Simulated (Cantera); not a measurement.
Charge: 1 mol CuO, a varied amount of H2, at 1898.15 K and 0.000100 bar.

These are equilibrium values from Cantera (NASA tables, ideal gas, pure condensed phases), not measurements of a reactor. Candidate condensed phases: Cu, CuO, Cu(OH)2, Cu2O, H2O; 12 gas species. Rates play no part.

x: gas mole fraction; nothing condenses.

| n(H2) (mol) | x H2 | x H | x Cu | x H2O | x OH | x O |
|---|---|---|---|---|---|---|
| 64 | 0.896 | 0.0741 | 0.0148 | 0.0147 | 9.95e-5 | (withheld) |
| 91 | 0.905 | 0.0744 | 0.0105 | 0.0104 | 7.00e-5 | (withheld) |
| 130 | 0.911 | 0.0747 | 0.00735 | 0.00730 | 4.90e-5 | (withheld) |
| 190 | 0.915 | 0.0749 | 0.00504 | 0.00500 | 3.35e-5 | (withheld) |
| 260 | 0.918 | 0.0750 | 0.00369 | 0.00366 | 2.45e-5 | (withheld) |
| 380 | 0.920 | 0.0751 | 0.00253 | 0.00251 | 1.67e-5 | (withheld) |
| 540 | 0.921 | 0.0751 | 0.00178 | 0.00177 | 1.18e-5 | (withheld) |
| 770 | 0.922 | 0.0752 | 0.00125 | 0.00124 | 8.26e-6 | (withheld) |
| 1100 | 0.923 | 0.0752 | 0.000874 | 0.000868 | 5.79e-6 | (withheld) |
| 1600 | 0.924 | 0.0752 | 0.000601 | 0.000597 | 3.98e-6 | (withheld) |
| 2300 | 0.924 | 0.0752 | 0.000418 | 0.000415 | 2.77e-6 | (withheld) |

Question: What belongs in the gaps?

Answer: 
- 64, x O: 6.18e-6
- 91, x O: 4.33e-6
- 130, x O: 3.02e-6
- 190, x O: 2.06e-6
- 260, x O: 1.50e-6
- 380, x O: 1.03e-6
- 540, x O: 7.22e-7
- 770, x O: 5.06e-7
- 1100, x O: 3.54e-7
- 1600, x O: 2.43e-7
- 2300, x O: 1.69e-7
